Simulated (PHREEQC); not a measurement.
PHREEQC input (Pitzer model, pitzer.dat):

```
SOLUTION 1
  temp 25
  units mol/kgw
  pH 7 charge
  Cl 0.15
  K 0.618
  C(4) 0.357
  S(6) 0.032
END
USE solution 1
INCREMENTAL_REACTIONS false
REACTION 1
  H2O -1
  0 9.886 18.011 24.689 30.178 34.689 38.397 41.444
  43.949 46.007 47.699 49.089 50.232 51.172 51.944 52.578
  53.1 53.528 53.88 54.17 54.408 54.603 54.764 54.896
  55.005 moles
EQUILIBRIUM_PHASES 1
  Arcanite 0 0
  Kalicinite 0 0
  Misenite 0 0
  Sylvite 0 0
SELECTED_OUTPUT 1
  -reset false
  -pH true
  -pe true
  -ionic_strength true
  -water true
  -activities H2O
  -totals C Cl K S
  -molalities H+ K+ Cl- CO3-2 SO4-2 OH- HCO3- CO2 HSO4-
  -equilibrium_phases Arcanite Kalicinite Misenite Sylvite
PRINT
  -reset false
END
```

Selected output (columns that matter, 24 of 25 rows; water left (kg) added in front):

```
water left (kg)	pH	mu	C	Cl	K	S	m_H+	m_K+	m_Cl-	m_CO3-2	la_H2O	Arcanite	Kalicinite	Sylvite
1	8.9216	0.69746	0.357	0.15	0.618	0.032	2.1302e-09	0.618	0.15	0.047462	-0.0078248	0	0	0
0.821894	8.8917	0.84862	0.43436	0.18251	0.75192	0.038934	2.3533e-09	0.75192	0.18251	0.057769	-0.0094774	0	0	0
0.675514	8.8614	1.0325	0.52849	0.22205	0.91486	0.047371	2.5986e-09	0.91486	0.22205	0.070311	-0.011482	0	0	0
0.555204	8.8309	1.2563	0.64301	0.27017	1.1131	0.057636	2.8635e-09	1.1131	0.27017	0.085572	-0.013916	0	0	0
0.456314	8.8007	1.5286	0.78236	0.32872	1.3543	0.070127	3.1407e-09	1.3543	0.32872	0.10414	-0.016873	0	0	0
0.375044	8.7716	1.8599	0.95189	0.39995	1.6478	0.085323	3.4163e-09	1.6478	0.39995	0.12672	-0.020472	0	0	0
0.308241	8.7449	2.2629	1.1582	0.48663	2.0049	0.10381	3.6659e-09	2.0049	0.48663	0.15419	-0.024856	0	0	0
0.253346	8.7224	2.7532	1.4091	0.59208	2.4394	0.12631	3.8521e-09	2.4394	0.59208	0.18755	-0.030201	0	0	0
0.208215	8.7067	3.3499	1.7146	0.72041	2.9681	0.15369	3.9234e-09	2.9681	0.72041	0.22809	-0.036718	0	0	0
0.171138	8.7013	4.07	2.086	0.87649	3.6076	0.1852	3.8256e-09	3.6076	0.87649	0.27726	-0.04461	0.0003049	0	0
0.140654	8.699	4.7585	2.5381	1.0664	4.2606	0.16091	3.792e-09	4.2606	1.0664	0.33708	-0.053232	0.0093677	0	0
0.11561	8.7304	5.5155	2.981	1.2975	4.9657	0.14035	3.4661e-09	4.9657	1.2975	0.40942	-0.062399	0.015774	0.012364	0
0.0780787	9.0096	6.2513	2.8125	1.9211	5.5439	0.10414	1.6829e-09	5.5439	1.9211	0.60325	-0.072242	0.023869	0.1374	0
0.0641695	9.172	6.7892	2.7319	2.3376	5.9713	0.084698	1.0994e-09	5.9713	2.3376	0.73323	-0.079751	0.026565	0.1817	0
0.0527468	9.3547	7.4883	2.6657	2.8438	6.5314	0.065407	6.7844e-10	6.5314	2.8438	0.8915	-0.089948	0.02855	0.21639	0
0.0433423	9.5355	8.1948	2.7017	3.1696	7.0587	0.051488	4.4768e-10	7.0587	3.1696	1.0846	-0.099475	0.029768	0.2399	0.012621
0.0356313	9.6819	8.6747	2.9057	2.9945	7.31	0.045406	3.68e-10	7.31	2.9945	1.3192	-0.10298	0.030382	0.25347	0.043303
0.0292896	9.8421	9.2663	3.1518	2.7882	7.6226	0.038944	2.9931e-10	7.6226	2.7882	1.6048	-0.10772	0.030859	0.26468	0.068335
0.024065	10.019	9.9995	3.4493	2.5472	8.0142	0.032256	2.3922e-10	8.0142	2.5472	1.9531	-0.11421	0.031224	0.27399	0.088701
0.0197771	10.216	10.908	3.8076	2.271	8.5063	0.025592	1.863e-10	8.5063	2.271	2.3765	-0.12316	0.031494	0.2817	0.10509
0.016264	10.438	12.037	4.2386	1.9612	9.1281	0.019246	1.396e-10	9.1281	1.9612	2.8898	-0.13566	0.031687	0.28806	0.1181
0.0133634	10.69	13.458	4.7627	1.6212	9.9279	0.013482	9.8554e-11	9.9279	1.6212	3.517	-0.15346	0.03182	0.29335	0.12834
0.0109853	10.979	15.248	5.3998	1.2653	10.961	0.0086387	6.4017e-11	10.961	1.2653	4.2784	-0.17897	0.031905	0.29768	0.1361
0.00902158	11.312	17.534	6.1873	0.91206	12.319	0.0049112	3.6845e-11	12.319	0.91206	5.2097	-0.21627	0.031956	0.30118	0.14177
```
